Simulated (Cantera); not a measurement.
An adiabatic, constant-pressure homogeneous reactor starts with 4.87 % CH₄, 0.287 % H₂, 26.7 % O₂, 68.1 % N₂, at 975 K and 9.47 atm.

Detailed kinetics in Cantera: GRI-Mech 3.0 (53 species, 325 reactions). Below about 1000 K GRI-Mech 3.0 lacks low-temperature oxidation paths.

Task: Predict: time of steepest temperature rise; temperature at 7.00 s; equilibrium temperature; x(H₂) at 7.00 s; x(O₂) at 7.00 s; x(HO₂) at 7.00 s.

Result: 
| Quantity | Result |
|---|---|
| time of steepest temperature rise | 46.5 ms |
| temperature at 7.00 s | 2017 K |
| equilibrium temperature | 2017 K |
| x(H₂) at 7.00 s | 2.62e-5 (gas-phase equilibrium 2.62e-5) |
| x(O₂) at 7.00 s | 0.165 (gas-phase equilibrium 0.165) |
| x(HO₂) at 7.00 s | 4.45e-6 (gas-phase equilibrium 4.45e-6) |
